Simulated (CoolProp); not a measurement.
Vapour-liquid equilibrium of carbon dioxide (1) + R143a (2) at 11.2 bar; x and y are mole fractions of (1).

The numbers come from the multi-fluid Helmholtz-energy mixture model, Span 1996 and Lemmon and Jacobsen 2000; pair parameters Bell 2016 in CoolProp.

```tsv
x	bubble temperature, mixture model (°C)	bubble temperature, Raoult's law (°C)	y, mixture model	y, Raoult's law
0.05	15.4	13.4	0.145	0.218
0.15	5.0	2.3	0.403	0.496
0.25	-4.6	-6.1	0.596	0.659
0.35	-12.5	-12.8	0.724	0.764
0.45	-18.8	-18.2	0.808	0.835
0.55	-23.7	-22.8	0.864	0.886
0.65	-27.5	-26.7	0.903	0.924
0.75	-30.7	-30.1	0.934	0.952
0.85	-33.3	-33.1	0.961	0.975
0.95	-35.8	-35.8	0.986	0.992
```

The largest gap from Raoult's law is +2.7 K in bubble temperature, at x = 0.15. No azeotrope shows between x = 0.05 and 0.95.

Pair parameters are fitted to limited data, so mixtures are less certain than the pure fluids. The gap from Raoult's law changes sign with composition, which may be real or a fault of the pair parameters; it wasn't checked against measurements.
